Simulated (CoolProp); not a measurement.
R1233zd(E) at several states: fugacity coefficient from the reference equation and from simpler models built on Tc = 438.9 K, pc = 3.583 MPa, ω = 0.304; each cubic takes its own stable root.

Computed with CoolProp (reference Helmholtz-energy equation of state, Akasaka 2022).

| T (K) | p (MPa) | phase | reference | van der Waals | Redlich-Kwong | Soave-Redlich-Kwong | Peng-Robinson |
|---|---|---|---|---|---|---|---|
| 365.1 | 8.11 | liquid | 0.1199 | 0.2398 | 0.1604 | 0.1272 | 0.1200 |
| 366.6 | 0.0463 | gas | 0.9916 | 0.9941 | 0.9927 | 0.9921 | 0.9915 |
| 173.6 | 0.0163 | liquid | 0.001547 | 0.9892 | 0.009836 | 0.001540 | 0.001897 |
| 412.5 | 0.928 | gas | 0.8879 | 0.9112 | 0.8962 | 0.8928 | 0.8835 |
| 425.9 | 4.26 | liquid | 0.4954 | 0.5725 | 0.5274 | 0.5140 | 0.4940 |
| 430.3 | 1.63 | gas | 0.8312 | 0.8592 | 0.8398 | 0.8381 | 0.8237 |

At some of these states van der Waals gives the other phase, because its saturation line lies elsewhere.
